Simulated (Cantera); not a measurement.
Feed: 1 mol Si3N4, 0.23 mol H2O, 2.6 mol H2, equilibrated at 1.40e-5 bar.

These are equilibrium values from Cantera (NASA tables, ideal gas, pure condensed phases), not measurements of a reactor. Candidate condensed phases: H2O, Si, SiO2, Si2N2O, Si3N4; 35 gas species. Mutual solubility and eutectic melting of coexisting phases are not modelled. The numbers say what is thermodynamically allowed, not how fast it happens.

log p: log10 of the partial pressure in bar; n: condensed amount in mol.

```json
[
 {"T (K)": "1025", "log p H2": "-4.87", "log p N2": "-6.43", "log p SiO": "-14.76", "log p H": "-10.79", "n Si2N2O(s)": "0.230", "n Si3N4(s)": "0.847", "n Si(s)": "0"},
 {"T (K)": "1075", "log p H2": "-4.87", "log p N2": "-6.43", "log p SiO": "___", "log p H": "___", "n Si2N2O(s)": "0.230", "n Si3N4(s)": "0.847", "n Si(s)": "0"},
 {"T (K)": "1125", "log p H2": "-4.87", "log p N2": "-6.43", "log p SiO": "___", "log p H": "___", "n Si2N2O(s)": "0.230", "n Si3N4(s)": "0.847", "n Si(s)": "0"},
 {"T (K)": "1175", "log p H2": "-4.87", "log p N2": "-6.43", "log p SiO": "-10.95", "log p H": "-9.34", "n Si2N2O(s)": "0.230", "n Si3N4(s)": "0.847", "n Si(s)": "0"},
 {"T (K)": "1225", "log p H2": "-4.87", "log p N2": "-6.43", "log p SiO": "-9.90", "log p H": "-8.94", "n Si2N2O(s)": "0.230", "n Si3N4(s)": "0.847", "n Si(s)": "0"},
 {"T (K)": "1275", "log p H2": "-4.87", "log p N2": "-6.43", "log p SiO": "-8.92", "log p H": "-8.57", "n Si2N2O(s)": "0.230", "n Si3N4(s)": "0.847", "n Si(s)": "0"},
 {"T (K)": "1325", "log p H2": "-4.88", "log p N2": "-6.02", "log p SiO": "-8.16", "log p H": "-8.23", "n Si2N2O(s)": "0.229", "n Si3N4(s)": "0.783", "n Si(s)": "0.193"}
]
```

Problem. Fill in the missing entries.

Solution. 
- 1125, log p SiO: -12.11
- 1125, log p H: -9.79
- 1075, log p SiO: -13.37
- 1075, log p H: -10.27
